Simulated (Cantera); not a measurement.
Input (Python, Cantera) and output of one run.

```python
import numpy as np
import cantera as ct

gas_names = """
    Cu CuF CuF2 Cu2 F F2 H HF H2 H2F2 H3F3 H4F4 H5F5 H6F6 H7F7 N NF NF2 NF3 NH NH2 NH3 N2 N2H2 N2H4
""".split()
cond_names = """
    Cu(cr) Cu(L) CuF2(s) CuF2(L)
""".split()


def load(file, names, dense=False):
    # The tables refer to 1 bar. Condensed volumes are neglected.
    table = {s.name: s for s in ct.Species.list_from_file(file)}
    out = []
    for n in names:
        d = dict(table[n].input_data)
        d["thermo"] = dict(d["thermo"], **{"reference-pressure": 1e5})
        if dense:
            d["equation-of-state"] = {"model": "constant-volume", "density": "1e6 g/cm^3"}
        out.append(ct.Species.from_dict(d))
    return out


gas = ct.Solution(thermo="ideal-gas", species=load("nasa_gas.yaml", gas_names))
cond = {s.name: ct.Solution(thermo="fixed-stoichiometry", species=[s], name=s.name)
        for s in load("nasa_condensed.yaml", cond_names, dense=True)}
atoms = {
    'Cu': {'Cu': 1},
    'HF': {'H': 1, 'F': 1},
    'N2': {'N': 2},
}
top_T = {}  # K; cautious upper limits of use, not melting points


def equilibrate(T, P, feed):
    n = {}
    for name, mol in feed.items():
        for a, k in atoms[name].items():
            n[a] = n.get(a, 0.0) + k * mol
    gas.TPX = T, P, n
    mass = sum(n.values()) * gas.mean_molecular_weight
    gas.equilibrate("TP")
    valid = [c for c in cond.values() if c.min_temp <= T <= top_T.get(c.name, c.max_temp)]
    mix = ct.Mixture([(gas, mass / gas.mean_molecular_weight)] + [(c, 0.0) for c in valid])
    mix.T, mix.P = T, P
    mix.equilibrate("TP", solver="vcs", rtol=1e-11, max_steps=5000)
    return mix


results = []
feed = {'Cu': 1, 'HF': 7.1, 'N2': 4}  # mol
T = 825  # K
P = 1000  # Pa
mix = equilibrate(T, P, feed)
results.append((T, P, feed, dict(zip(mix.species_names, mix.species_moles))))
print(gas.report(threshold=0.0001))
for i in range(1, mix.n_phases):
    print(f"{mix.phase(i).name:16s} {mix.phase_moles(i):12.5e} mol")
```

It prints:

```
       temperature   825 K
          pressure   1000 Pa
           density   0.0033373 kg/m^3
  mean mol. weight   22.892 kg/kmol
   phase of matter   gas

                          1 kg             1 kmol
                     ---------------   ---------------
          enthalpy       -6.9355e+06       -1.5877e+08  J
   internal energy       -7.2352e+06       -1.6563e+08  J
           entropy             11091        2.5391e+05  J/K
    Gibbs function       -1.6086e+07       -3.6824e+08  J
 heat capacity c_p              1325             30331  J/K
 heat capacity c_v            961.77             22017  J/K

                      mass frac. Y      mole frac. X     chem. pot. / RT
                     ---------------   ---------------   ---------------
                HF           0.55901           0.63964           -67.017
                N2           0.44099           0.36036           -30.017
     [  +23 minor]        7.2647e-07        3.9455e-07

Cu(cr)            1.00000e+00 mol
CuF2(s)           0.00000e+00 mol
```

Cantera equilibrium calculation (NASA polynomials, part measured and part estimated; ideal gas, pure solids and liquids).
